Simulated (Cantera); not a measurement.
Input: 1 mol BN, 3 mol Cl2, at 0.0100 bar.

Method: chemical equilibrium by Gibbs-energy minimisation in Cantera with the NASA 1993 tables (ideal gas, pure condensed phases). Candidate condensed phases: B, BN; 10 gas species. Kinetics and transport are ignored. All values below are at 1325 K.

Base state: Cl2 0.425, BCl3 0.317, N2 0.158, Cl 0.101 (mole fractions); condensed: gas only.

### Question
What changes in the equilibrium state with this change: pressure from 0.0100 bar to 0.00220 bar?

### Answer
```json
[
 {"species": "Cl2", "before": "0.425", "after": "0.353"},
 {"species": "BCl3", "before": "0.317", "after": "0.301"},
 {"species": "Cl", "before": "0.101", "after": "0.196"},
 {"species": "N2", "before": "0.158", "after": "0.150"}
]
```
